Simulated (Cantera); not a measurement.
What does this Cantera script print?

```python
import numpy as np
import cantera as ct

gas_names = """
    H H2 N NH NH2 NH3 N2 N2H2 N2H4 V VN
""".split()
cond_names = """
    V(cr) V(L) VN(s)
""".split()


# ... load() reads the species with a 1 bar reference pressure and builds the phases ...
atoms = {
    'V': {'V': 1},
    'N2': {'N': 2},
    'H2': {'H': 2},
}
top_T = {'VN(s)': 2300}  # K; cautious upper limits of use, not melting points


# ... equilibrate(T, P, feed) seeds the gas with the atoms and calls Mixture.equilibrate('TP', solver="vcs", rtol=1e-11, max_steps=5000) ...
results = []
feed = {'V': 1, 'N2': 6.6, 'H2': 100}  # mol
P = 18  # Pa
for T in [1025, 1125, 1225, 1325, 1425, 1525, 1625, 1725, 1825, 1925, 2025, 2125, 2225, 2325]:
    mix = equilibrate(T, P, feed)
    results.append((T, P, feed, dict(zip(mix.species_names, mix.species_moles))))
    x = sorted(zip(gas.X, gas.species_names), reverse=True)
    print(f"T = {T:g} K  P = {P:g} Pa  gas = {mix.phase_moles(0):.4g} mol")
    print("   x: " + "  ".join(f"{s} {v:.3e}" for v, s in x if v > 1e-06))
    print("   condensed (mol): " + ("  ".join(f"{mix.phase(i).name} {mix.phase_moles(i):.4g}"
          for i in range(1, mix.n_phases) if mix.phase_moles(i) > 1e-12) or "none"))
```

Result:

```
T = 1025 K  P = 18 Pa  gas = 106.1 mol
   x: H2 9.425e-01  N2 5.749e-02
   condensed (mol): VN(s) 1
T = 1125 K  P = 18 Pa  gas = 106.1 mol
   x: H2 9.425e-01  N2 5.749e-02  H 3.215e-06
   condensed (mol): VN(s) 1
T = 1225 K  P = 18 Pa  gas = 106.1 mol
   x: H2 9.425e-01  N2 5.749e-02  H 2.255e-05
   condensed (mol): VN(s) 1
T = 1325 K  P = 18 Pa  gas = 106.1 mol
   x: H2 9.424e-01  N2 5.749e-02  H 1.183e-04
   condensed (mol): VN(s) 1
T = 1425 K  P = 18 Pa  gas = 106.1 mol
   x: H2 9.420e-01  N2 5.748e-02  H 4.935e-04
   condensed (mol): VN(s) 1
T = 1525 K  P = 18 Pa  gas = 106.2 mol
   x: H2 9.408e-01  N2 5.744e-02  H 1.710e-03
   condensed (mol): VN(s) 1
T = 1625 K  P = 18 Pa  gas = 106.4 mol
   x: H2 9.375e-01  N2 5.735e-02  H 5.092e-03  V 8.770e-06
   condensed (mol): VN(s) 0.9991
T = 1725 K  P = 18 Pa  gas = 107.3 mol
   x: H2 9.251e-01  N2 6.150e-02  H 1.331e-02  V 1.007e-04
   condensed (mol): V(cr) 0.9892
T = 1825 K  P = 18 Pa  gas = 108.4 mol
   x: H2 9.071e-01  N2 6.090e-02  H 3.126e-02  V 6.976e-04
   condensed (mol): V(cr) 0.9244
T = 1925 K  P = 18 Pa  gas = 110.7 mol
   x: H2 8.700e-01  H 6.646e-02  N2 5.961e-02  V 3.932e-03
   condensed (mol): V(cr) 0.5646
T = 2025 K  P = 18 Pa  gas = 115 mol
   x: H2 8.052e-01  H 1.287e-01  N2 5.739e-02  V 8.695e-03
   condensed (mol): none
T = 2125 K  P = 18 Pa  gas = 121.4 mol
   x: H2 7.094e-01  H 2.280e-01  N2 5.435e-02  V 8.234e-03
   condensed (mol): none
T = 2225 K  P = 18 Pa  gas = 131.7 mol
   x: H2 5.759e-01  H 3.664e-01  N2 5.010e-02  V 7.591e-03
   condensed (mol): none
T = 2325 K  P = 18 Pa  gas = 146.4 mol
   x: H 5.301e-01  H2 4.180e-01  N2 4.508e-02  V 6.830e-03
   condensed (mol): none
```

Equilibrium computed with Cantera from the NASA thermochemical tables; the gas is ideal and each condensed phase is pure. VN: taken at fixed stoichiometry. Condensed phases not in the tables: V2N, N, O or C dissolved in the metal.
